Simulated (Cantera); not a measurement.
Charge: 1 mol PbO, 1.2 mol CH4, 0.1 mol N2, at 0.00110 bar.

Method: chemical equilibrium by Gibbs-energy minimisation in Cantera with the NASA 1993 tables (ideal gas, pure condensed phases). Candidate condensed phases: C, C6H6, C7H8, C8H18, H2O, Pb, PbO, PbO2, Pb3O4; 139 gas species. Rates play no part.

log p: log10 of the partial pressure in bar; n: condensed amount in mol.

```
T (K)  log p H  log p H2  log p CO  log p Pb  log p N2  log p HCN  log p C3  n C(graphite)
-----  -------  --------  --------  --------  --------  ---------  --------  -------------
2048     -4.28     -3.26     -3.62     -3.62     -4.64      -5.70    -10.06          0.186
2098     -4.15     -3.28     -3.63     -3.63     -4.65      -5.63     -9.56          0.183
2148     -4.03     -3.29     -3.63     -3.63     -4.66      -5.57     -9.09          0.179
2198     -3.91     -3.31     -3.64     -3.64     -4.67      -5.51     -8.63          0.175
2248     -3.80     -3.34     -3.64     -3.64     -4.68      -5.46     -8.20          0.170
2298     -3.70     -3.37     -3.65     -3.65     -4.70      -5.42     -7.79          0.164
2348     -3.61     -3.40     -3.66     -3.66     -4.71      -5.38     -7.40          0.157
2398     -3.53     -3.45     -3.67     -3.67     -4.73      -5.36     -7.02          0.150
2448     -3.45     -3.51     -3.69     -3.69     -4.75      -5.34     -6.66          0.141
2498     -3.39     -3.57     -3.70     -3.70     -4.77      -5.32     -6.32              …
2548     -3.33     -3.65     -3.72     -3.72     -4.79      -5.32     -5.99              …
2598     -3.29     -3.74     -3.73     -3.73     -4.81      -5.32     -5.67              …
2648     -3.25     -3.84     -3.74     -3.74     -4.83      -5.33     -5.36              …
```

### Question
Complete the blanks.

### Answer

- 2498, n C(graphite): 0.130
- 2548, n C(graphite): 0.114
- 2598, n C(graphite): 0.0859
- 2648, n C(graphite): 0.0357
